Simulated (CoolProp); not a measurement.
Vapour-liquid equilibrium of CHF3 (R23) (1) + R227EA (2) at 222.8 K; x and y are mole fractions of (1).

Model: multi-fluid Helmholtz-energy mixture model, Penoncello 2003 and Lemmon 2016; pair parameters Bell 2016, in CoolProp.

Q: Give the bubble pressure and the first vapour's composition at x = 0.35, 0.55, 0.85. Is there an azeotrope?

A: x = 0.35: 0.1964 MPa, y = 0.934; x = 0.55: 0.2851 MPa, y = 0.965; x = 0.85: 0.4041 MPa, y = 0.989. No azeotrope shows between x = 0.05 and 0.95.

Pair parameters are fitted to limited data, so mixtures are less certain than the pure fluids.
